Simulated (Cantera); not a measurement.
Input (Python, Cantera):

```python
import numpy as np
import cantera as ct

gas = ct.Solution("h2o2.yaml")
gas.TPX = 1325, 100000, {'H2': 1, 'O2': 0.278, 'N2': 1.04}
reactor = ct.IdealGasConstPressureReactor(gas, energy="on", clone=False)
net = ct.ReactorNet([reactor])
net.rtol, net.atol = 1e-08, 1e-16
show = ['H2', 'O2', 'O', 'H2O2', 'HO2']
times = np.geomspace(5e-06, 5, 16)

steps = ct.SolutionArray(gas, extra=["t"])
rows = []
print(f"{'t/s':>10s}{'T/K':>9s}{'P/Pa':>11s}" + "".join(f"{s:>11s}" for s in show))
for t in times:
    while net.time < t:
        t_next = net.step()
        steps.append(gas.state, t=t_next)
    rows.append([np.interp(t, steps.t, y) for y in (steps.T, steps.P, *steps(*show).X.T)])
    print(f"{t:10.3e}{rows[-1][0]:9.1f}{rows[-1][1]:11.4g}" + "".join(f"{x:11.3e}" for x in rows[-1][2:]))
rate = np.gradient(steps.T, steps.t)
print("integrator steps:", len(steps.t))
if steps.T.max() > steps.T[0] + 200:
    print(f"time of steepest temperature rise: {steps.t[rate.argmax()]:.4e} s")
gas.TPX = 1325, 100000, {'H2': 1, 'O2': 0.278, 'N2': 1.04}
gas.equilibrate("HP")
print(f"equilibrium (HP): T = {gas.T:.1f} K  " + "  ".join(f"{s} {gas[s].X[0]:.3e}" for s in show))
```

Result:

```
       t/s      T/K       P/Pa         H2         O2          O       H2O2        HO2
 5.000e-06   1325.0      1e+05  4.314e-01  1.199e-01  5.688e-08  2.888e-09  1.924e-07
 1.256e-05   1325.1      1e+05  4.313e-01  1.199e-01  4.041e-06  5.810e-08  3.942e-06
 3.155e-05   1816.4      1e+05  1.536e-01  6.088e-03  9.888e-03  7.801e-07  4.079e-06
 7.924e-05   2388.5      1e+05  1.868e-01  2.285e-03  4.390e-03  1.255e-07  1.270e-06
 1.991e-04   2658.4      1e+05  1.999e-01  8.790e-04  1.736e-03  7.828e-08  6.684e-07
 5.000e-04   2747.1      1e+05  2.041e-01  5.248e-04  1.048e-03  6.678e-08  4.620e-07
 1.256e-03   2751.8      1e+05  2.043e-01  5.080e-04  1.015e-03  6.602e-08  4.504e-07
 3.155e-03   2751.8      1e+05  2.043e-01  5.080e-04  1.015e-03  6.602e-08  4.504e-07
 7.924e-03   2751.8      1e+05  2.043e-01  5.080e-04  1.015e-03  6.602e-08  4.504e-07
 1.991e-02   2751.8      1e+05  2.043e-01  5.080e-04  1.015e-03  6.602e-08  4.504e-07
 5.000e-02   2751.8      1e+05  2.043e-01  5.080e-04  1.015e-03  6.602e-08  4.504e-07
 1.256e-01   2751.8      1e+05  2.043e-01  5.080e-04  1.015e-03  6.602e-08  4.504e-07
 3.155e-01   2751.8      1e+05  2.043e-01  5.080e-04  1.015e-03  6.602e-08  4.504e-07
 7.924e-01   2751.8      1e+05  2.043e-01  5.080e-04  1.015e-03  6.602e-08  4.504e-07
 1.991e+00   2751.8      1e+05  2.043e-01  5.080e-04  1.015e-03  6.602e-08  4.504e-07
 5.000e+00   2751.8      1e+05  2.043e-01  5.080e-04  1.015e-03  6.602e-08  4.504e-07
integrator steps: 1260
time of steepest temperature rise: 2.6891e-05 s
equilibrium (HP): T = 2751.8 K  H2 2.043e-01  O2 5.080e-04  O 1.015e-03  H2O2 6.602e-08  HO2 4.504e-07
```

Detailed kinetics in Cantera: the H2/O2 subset of GRI-Mech 3.0, which has no nitrogen chemistry.
